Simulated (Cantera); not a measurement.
**SiO₂ + MgO + H₂O (silicates and aluminates)**

Charge: 1 mol SiO₂, 0.15 mol MgO, 3.5 mol H₂O, at 21000 Pa.

Method: chemical equilibrium by Gibbs-energy minimisation in Cantera with the NASA 1993 tables (ideal gas, pure condensed phases). Candidate condensed phases: H₂O, Mg, MgO, Mg(OH)₂, MgSiO₃, Mg₂SiO₄, Si, SiO₂; 24 gas species. Mutual solubility and eutectic melting of coexisting phases are not modelled. The tables hold silica as quartz up to 1696 K and as liquid above; real silica turns to tridymite and cristobalite and melts near 1996 K. Condensed phases not in the tables: alloys, solid solutions and most ternary compounds. Gases not in the tables: Si(OH)₄. Equilibrium is a limit: real reactors are often held back by kinetics, nucleation or transport.

From 1227 °C to 1402 °C the condensed part is MgSiO₃(s) + SiO₂(β-quartz). From 1427 °C to 1477 °C the condensed part is MgSiO₃(s) + SiO₂(condensed).

```json
[
 {"T (°C)": "1227", "log p H₂O": "-0.68", "log p H₂": "-4.15", "log p O₂": "-4.50", "log p OH": "-4.90", "log p H": "-6.83", "log p O": "-7.64", "n MgSiO₃(s)": "0.150", "n SiO₂(β-quartz)": "0.850", "n SiO₂(condensed)": "0"},
 {"T (°C)": "1252", "log p H₂O": "-0.68", "log p H₂": "-4.06", "log p O₂": "-4.40", "log p OH": "-4.78", "log p H": "-6.65", "log p O": "-7.45", "n MgSiO₃(s)": "0.150", "n SiO₂(β-quartz)": "0.850", "n SiO₂(condensed)": "0"},
 {"T (°C)": "1277", "log p H₂O": "-0.68", "log p H₂": "-3.96", "log p O₂": "-4.31", "log p OH": "-4.67", "log p H": "-6.48", "log p O": "-7.26", "n MgSiO₃(s)": "0.150", "n SiO₂(β-quartz)": "0.850", "n SiO₂(condensed)": "0"},
 {"T (°C)": "1302", "log p H₂O": "-0.68", "log p H₂": "-3.88", "log p O₂": "-4.22", "log p OH": "-4.56", "log p H": "-6.32", "log p O": "-7.08", "n MgSiO₃(s)": "0.150", "n SiO₂(β-quartz)": "0.850", "n SiO₂(condensed)": "0"},
 {"T (°C)": "1327", "log p H₂O": "-0.68", "log p H₂": "-3.79", "log p O₂": "-4.14", "log p OH": "-4.46", "log p H": "-6.16", "log p O": "-6.91", "n MgSiO₃(s)": "0.150", "n SiO₂(β-quartz)": "0.850", "n SiO₂(condensed)": "0"},
 {"T (°C)": "1352", "log p H₂O": "-0.68", "log p H₂": "-3.70", "log p O₂": "-4.06", "log p OH": "-4.35", "log p H": "-6.00", "log p O": "-6.74", "n MgSiO₃(s)": "0.150", "n SiO₂(β-quartz)": "0.850", "n SiO₂(condensed)": "0"},
 {"T (°C)": "1377", "log p H₂O": "-0.68", "log p H₂": "-3.62", "log p O₂": "-3.98", "log p OH": "-4.25", "log p H": "-5.85", "log p O": "-6.57", "n MgSiO₃(s)": "0.150", "n SiO₂(β-quartz)": "0.850", "n SiO₂(condensed)": "0"},
 {"T (°C)": "1402", "log p H₂O": "-0.68", "log p H₂": "-3.54", "log p O₂": "-3.90", "log p OH": "-4.16", "log p H": "-5.71", "log p O": "-6.42", "n MgSiO₃(s)": "0.150", "n SiO₂(β-quartz)": "0.850", "n SiO₂(condensed)": "0"},
 {"T (°C)": "1427", "log p H₂O": "-0.68", "log p H₂": "-3.46", "log p O₂": "-3.82", "log p OH": "-4.07", "log p H": "-5.56", "log p O": "-6.26", "n MgSiO₃(s)": "0.150", "n SiO₂(β-quartz)": "0", "n SiO₂(condensed)": "0.850"},
 {"T (°C)": "1452", "log p H₂O": "-0.68", "log p H₂": "-3.39", "log p O₂": "-3.75", "log p OH": "-3.97", "log p H": "-5.43", "log p O": "-6.11", "n MgSiO₃(s)": "0.150", "n SiO₂(β-quartz)": "0", "n SiO₂(condensed)": "0.850"},
 {"T (°C)": "1477", "log p H₂O": "-0.68", "log p H₂": "-3.32", "log p O₂": "-3.68", "log p OH": "-3.89", "log p H": "-5.29", "log p O": "-5.97", "n MgSiO₃(s)": "0.150", "n SiO₂(β-quartz)": "0", "n SiO₂(condensed)": "0.850"}
]
```
log p: log10 of the partial pressure in bar; n: condensed amount in mol.
